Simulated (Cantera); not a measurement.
# Stirred combustor or abatement burner

A perfectly stirred reactor is fed with C2H6 : O2 : N2 : CO2 = 1 : 2.19 : 8.22 : 1.2 (molar parts), equivalence ratio 1.6, at 1.00 atm; it is adiabatic with a 425 K inlet, and is followed from long to short residence time, starting on the burning branch (τ in s: 0.091, 0.037, 0.015, 0.0062, 0.0025, 0.001, 0.00042, 0.00017, 6.9e-05).

Model: GRI-Mech 3.0 (53 species, 325 reactions), integrated in Cantera.

```csv
τ (s),T (K),x C2H6,x O2,x CO2,x CH3,x HCN,x CH2O,x HCO
0.091,1795,1.07e-5,0.000562,0.0990,0.000161,3.25e-5,8.74e-6,7.67e-8
0.037,1790,2.13e-5,0.000966,0.0995,0.000230,4.16e-5,1.40e-5,1.58e-7
0.015,1782,4.21e-5,0.00168,0.0997,0.000328,4.97e-5,2.27e-5,3.42e-7
0.0062,1767,8.62e-5,0.00302,0.0999,0.000476,5.04e-5,3.81e-5,7.41e-7
0.0025,1734,0.000209,0.00618,0.100,0.000725,3.56e-5,7.07e-5,1.64e-6
0.0010,425,0.0793,0.174,0.0952,<1e-12,<1e-12,<1e-12,<1e-12
0.00042,425,0.0793,0.174,0.0952,<1e-12,<1e-12,<1e-12,<1e-12
0.00017,425,0.0793,0.174,0.0952,<1e-12,<1e-12,<1e-12,<1e-12
6.9e-5,425,0.0793,0.174,0.0952,<1e-12,<1e-12,<1e-12,<1e-12
```
x: mole fraction; the columns are a selection and need not sum to one.
